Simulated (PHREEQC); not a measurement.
# Phosphoric acid bath

Make-up at 25 °C: 0.027 mol KH2PO4, 0.00039 mol HF and 0.091 mol H3AsO4 per kg of water. Closed to the air; pH follows from the charge balance.

All values are PHREEQC results (ion-association model, wateq4f.dat), not measurements.

| Property | Result |
|---|---|
| pH | 1.91 |
| ionic strength | 0.0411 mol/kgw |
| total alkalinity | -91.4 meq/kg |

| species | molality | activity | log γ |
|---|---|---|---|
| H3AsO4 | 0.0607 | 0.0613 | 0.004 |
| H2AsO4- | 0.0303 | 0.0252 | -0.080 |
| K+ | 0.0270 | 0.0223 | -0.083 |
| H3PO4 | 0.0162 | 0.0163 | 0.004 |
| H+ | 0.0141 | 0.0122 | -0.065 |
| H2PO4- | 0.0108 | 0.00909 | -0.076 |
| HF | 0.000365 | 0.000368 | 0.004 |
| F- | 2.44e-5 | 2.01e-5 | -0.084 |
| H2F2 | 3.50e-7 | 3.53e-7 | 0.004 |
| HAsO4-2 | 2.98e-7 | 1.43e-7 | -0.319 |
| HPO4-2 | 9.47e-8 | 4.63e-8 | -0.310 |
| HF2- | 3.45e-8 | 2.85e-8 | -0.084 |
| KHPO4- | 2.40e-9 | 2.01e-9 | -0.076 |

This is a speciation only: nothing precipitates in the calculation. H3PO4, which wateq4f.dat lacks, is added to it with the constant of phreeqc.dat.
